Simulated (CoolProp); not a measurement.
CF4 (R14) along the isobar 2.91 MPa: Z from the reference equation and from simpler models built on Tc = 227.4 K, pc = 3.762 MPa, ω = 0.178; each cubic takes its own stable root.

Computed with CoolProp (reference Helmholtz-energy equation of state, Platzer 1990). This equation is an older, rougher fit; its heat capacities, sound speeds and derivatives of the liquid may be far off and weren't checked against measurements.

| T (K) | phase | reference |
|---|---|---|
| 217 | liquid | 0.1338 |
| 229 | gas | 0.6677 |
| 241 | gas | 0.7428 |
| 253 | gas | 0.7923 |
| 265 | gas | 0.8285 |
| 277 | gas | 0.8565 |
| 289 | gas | 0.8790 |
| 301 | gas | 0.8973 |
| 313 | gas | 0.9127 |
| 325 | gas | 0.9256 |
| 337 | gas | 0.9367 |
| 349 | gas | 0.9462 |

Problem. How far does each simpler model (van der Waals, Redlich-Kwong, Soave-Redlich-Kwong) lie from the reference over these 12 states: mean and median of the absolute difference, and the worst?

Solution. 
- van der Waals: mean 31.8 %, median 2.1 %, worst +359.0 % at 217 K and 2.91 MPa
- Redlich-Kwong: mean 2.9 %, median 1.3 %, worst +21.9 % at 217 K and 2.91 MPa
- Soave-Redlich-Kwong: mean 2.0 %, median 0.7 %, worst +16.9 % at 217 K and 2.91 MPa

At some of these states van der Waals gives the other phase, because its saturation line lies elsewhere.
